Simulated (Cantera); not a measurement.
Feed: 1 mol FeS2, 0.24 mol H2S, 0.059 mol H2O, 1.1 mol SO3, held at 950 °C and 0.170 bar.

Method: chemical equilibrium by Gibbs-energy minimisation in Cantera with the NASA 1993 tables (ideal gas, pure condensed phases). Candidate condensed phases: Fe, FeO, Fe(OH)2, Fe(OH)3, FeS, FeSO4, FeS2, Fe2O3, Fe2(SO4)3, Fe3O4, H2O, H2SO4, S; 22 gas species. FeS: taken at fixed stoichiometry. Gases not in the tables: S3 to S7. Rates play no part.

Base state: SO2 0.687, S2 0.171, H2O 0.126, S2O 0.00757, H2S 0.00644, H2 0.00201, SO 0.000786, SH 7.78e-5 (mole fractions); condensed: FeS(s).

Question: What changes in the equilibrium state with this change: 0.17 mol NH3 added?

Answer: 
```
species        before     after
-----------  --------  --------
SO2             0.687     0.565
H2O             0.126     0.206
S2              0.171     0.172
N2                  0    0.0340
H2S           0.00644    0.0117
H2            0.00201   0.00364
SH            7.78e-5  0.000105
SO           0.000786  0.000715
S2O           0.00757   0.00691
FeS(s), mol      1.00      1.00
```
